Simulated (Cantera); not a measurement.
A perfectly stirred reactor is fed with 4.79 % CH4, 20.0 % O2, 75.2 % N2, equivalence ratio 0.48, at 10.0 bar; it is adiabatic with a 300 K inlet, and is followed from long to short residence time, starting on the burning branch (τ in s: 0.077, 0.023, 0.0066, 0.0019, 0.00057, 0.00017, 4.9e-05, 1.4e-05, 4.2e-06).

Detailed kinetics in Cantera: GRI-Mech 3.0 (53 species, 325 reactions).

Question: Predict: blow-out, bracketed by the residence times tried; x(CH4) at τ = 77.0 ms; x(O2) at τ = 77.0 ms; x(NO2) at τ = 77.0 ms; x(N2O) at τ = 77.0 ms; x(O) at τ = 77.0 ms; x(CH4) at τ = 0.570 ms; x(O2) at τ = 0.570 ms.

Answer: 
* **blow-out, bracketed by the residence times tried**: burning at 23.0 ms, out at 6.60 ms
* **x(CH4) at τ = 77.0 ms**: 9.80e-5
* **x(O2) at τ = 77.0 ms**: 0.105
* **x(NO2) at τ = 77.0 ms**: 5.23e-8
* **x(N2O) at τ = 77.0 ms**: 8.74e-7
* **x(O) at τ = 77.0 ms**: 1.27e-6
* **x(CH4) at τ = 0.570 ms**: 0.0479
* **x(O2) at τ = 0.570 ms**: 0.200
